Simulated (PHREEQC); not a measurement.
Dissolve 0.048 mol/kgw AgNO3 and 6.8e-05 mol/kgw CuSO4 at 25 °C. Closed to the air; pH follows from the charge balance.

Model: ion-association model, wateq4f.dat, run in PHREEQC.

### Question
The ionic strength comes out as 0.0475 mol/kgw. What activity coefficients do SO4-2, H+, NO3-, Ag+, AgSO4- get?

### Answer
SO4-2 0.47, H+ 0.86, NO3- 0.81, Ag+ 0.82, AgSO4- 0.82.

This is a speciation only: nothing precipitates in the calculation.
